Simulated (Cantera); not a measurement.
# Ignition delay

Mixture: 9.76 % CH₄, 0.585 % C₂H₆, 1.46 % C₃H₈, 18.0 % O₂, 67.9 % N₂, 2.24 % H₂O, equivalence ratio 1.6, at 1.48 atm, adiabatic and at constant pressure. Ignition delay is the time to a rise of 400 K.

Computed with Cantera and GRI-Mech 3.0 (53 species, 325 reactions). GRI-Mech 3.0 was tuned for natural gas; its chemistry of propane as a main component is partial and can be far from experiment.

```json
[
 {"T0 (K)": "1250", "delay (ms)": "3.02"},
 {"T0 (K)": "1325", "delay (ms)": "1.01"},
 {"T0 (K)": "1400", "delay (ms)": "0.389"},
 {"T0 (K)": "1475", "delay (ms)": "0.173"},
 {"T0 (K)": "1550", "delay (ms)": "0.0879"}
]
```

apparent activation energy between 1400 and 1550 K: 180 kJ/mol
